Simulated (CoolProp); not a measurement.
Properties of dimethyl carbonate along the isotherm 326.85 °C.

Values from CoolProp's reference Helmholtz-energy equation of state, Zhou 2011.

```csv
p (kPa),phase,density (kg/m³),cv (kJ/(kg K)),expansivity (1/kK)
245,gas,4.485,1.770,1.744
491,gas,9.115,1.772,1.827
736,gas,13.86,1.774,1.917
982,gas,18.77,1.776,…
1230,gas,23.88,1.779,2.120
1470,gas,28.99,1.781,2.232
1720,gas,34.49,1.784,2.360
1960,gas,39.97,1.787,2.494
2210,gas,45.88,1.790,2.648
2450,gas,…,1.793,…
```

Some entries are withheld; supply them.


- 982, expansivity (1/kK): 2.014
- 2450, density (kg/m³): 51.79
- 2450, expansivity (1/kK): 2.812
